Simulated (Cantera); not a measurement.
Feed: 1 mol Si, 5.5 mol NF3, 42 mol N2, 5 mol HCl, held at 1223 K and 10.0 mbar.

Equilibrium computed with Cantera from the NASA thermochemical tables; the gas is ideal and each condensed phase is pure. Candidate condensed phases: NH4Cl, Si, Si3N4; 49 gas species. Kinetics and transport are ignored.

Problem. What is the equilibrium state?

Solution. 
```json
{
  "x(N2)": "0.765",
  "x(HF)": "0.0855",
  "x(ClF)": "0.0799",
  "x(F)": "0.0482",
  "x(SiF4)": "0.0171",
  "x(Cl)": "0.00239",
  "x(Cl2)": "0.00159",
  "x(F2)": "6.42e-5",
  "gas_amount": "58.48 mol",
  "log10 activity of Si(s) (absent)": "-52.85"
}
```
